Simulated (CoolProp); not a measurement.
Saturation properties of ethylene.

The numbers come from the reference Helmholtz-energy equation of state, Smukala 2000 in CoolProp.

```tsv
T (K)	p (MPa)	liquid density (kg/m³)	vapour density (kg/m³)
152	0.03189	591.9	0.7182
154.4	0.03807	588.6	0.8458
156.7	0.04486	585.4	0.9840
159.1	0.05293	582.1	1.146
161.5	0.06211	578.8	1.329
163.9	0.07250	575.4	1.532
166.3	0.08420	572.0	1.760
168.7	0.09734	568.6	2.012
171.1	0.1120	565.2	2.290
173.5	0.1283	561.7	2.598
175.9	0.1464	558.2	2.936
178.3	0.1665	554.7	3.306
```

It boils at 169.4 K under 1 atm.
